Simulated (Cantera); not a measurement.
Input: 1 mol Ta(OEt)5, 0.38 mol CH4, held at 100000 Pa.

Cantera equilibrium calculation (NASA polynomials, part measured and part estimated; ideal gas, pure solids and liquids). Candidate condensed phases: C, C6H6, C7H8, C8H18, H2O, Ta, TaC, Ta2O5; 113 gas species. The feed counts by its element totals alone. The numbers say what is thermodynamically allowed, not how fast it happens. All values below are at 802 °C.

Base state: H2 0.807, CO 0.146, CH4 0.0294, H2O 0.0148, CO2 0.00288 (mole fractions); condensed: C(graphite) + Ta2O5(s).

Question: What changes in the equilibrium state with this change: pressure from 100000 Pa to 120 Pa?

Answer: 
```
species            before    after
----------------  -------  -------
H2                  0.807    0.726
CO                  0.146    0.274
H2O                0.0148  3.01e-5
CH4                0.0294  2.85e-5
CO2               0.00288  1.22e-5
C(graphite), mol     7.70     4.38
Ta2O5(s), mol       0.500        0
TaC(s), mol             0     1.00
```
TaC: taken at fixed stoichiometry. Condensed phases not in the tables: Ta2C.

Question: What changes in the equilibrium state with this change: pressure from 100000 Pa to 2.00 Pa?

Answer: 
```
species            before    after
----------------  -------  -------
H2                  0.807    0.726
CO                  0.146    0.274
H2O                0.0148  5.03e-7
CH4                0.0294  4.76e-7
CO2               0.00288  2.04e-7
C(graphite), mol     7.70     4.38
Ta2O5(s), mol       0.500        0
TaC(s), mol             0     1.00
```
TaC: taken at fixed stoichiometry. Condensed phases not in the tables: Ta2C.
